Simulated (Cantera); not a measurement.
## Reactions in the system Ba-F-O

Cantera with NASA thermochemical tables; ideal gases at 1 bar, condensed phases pure. Values are per mole of reaction as written; species without (g) are pure solids or liquids, kept so even where they would boil at 1 bar.

BaO + 2 F(g) = BaF₂ + O(g)

```json
[
 {"T (K)": "1675", "ΔH° (kJ)": "-515.9", "ΔS° (J/K)": "-91.5", "ΔG° (kJ)": "-362.7", "log10 K": "11.31", "condensed phases": "BaO(s), BaF₂(l)"},
 {"T (K)": "1775", "ΔH° (kJ)": "-514.3", "ΔS° (J/K)": "-90.5", "ΔG° (kJ)": "-353.6", "log10 K": "10.41", "condensed phases": "BaO(s), BaF₂(l)"},
 {"T (K)": "1875", "ΔH° (kJ)": "-512.7", "ΔS° (J/K)": "-89.7", "ΔG° (kJ)": "-344.6", "log10 K": "9.60", "condensed phases": "BaO(s), BaF₂(l)"},
 {"T (K)": "1975", "ΔH° (kJ)": "-511.2", "ΔS° (J/K)": "-88.9", "ΔG° (kJ)": "-335.7", "log10 K": "8.88", "condensed phases": "BaO(s), BaF₂(l)"},
 {"T (K)": "2075", "ΔH° (kJ)": "-509.8", "ΔS° (J/K)": "-88.2", "ΔG° (kJ)": "-326.8", "log10 K": "8.23", "condensed phases": "BaO(s), BaF₂(l)"},
 {"T (K)": "2175", "ΔH° (kJ)": "-508.4", "ΔS° (J/K)": "-87.5", "ΔG° (kJ)": "-318.0", "log10 K": "7.64", "condensed phases": "BaO(s), BaF₂(l)"},
 {"T (K)": "2275", "ΔH° (kJ)": "-507.1", "ΔS° (J/K)": "-86.9", "ΔG° (kJ)": "-309.3", "log10 K": "7.10", "condensed phases": "BaO(s), BaF₂(l)"},
 {"T (K)": "2375", "ΔH° (kJ)": "-564.4", "ΔS° (J/K)": "-112.0", "ΔG° (kJ)": "-298.4", "log10 K": "6.56", "condensed phases": "BaO(l), BaF₂(l)"},
 {"T (K)": "2475", "ΔH° (kJ)": "-563.2", "ΔS° (J/K)": "-111.5", "ΔG° (kJ)": "-287.2", "log10 K": "6.06", "condensed phases": "BaO(l), BaF₂(l)"}
]
```
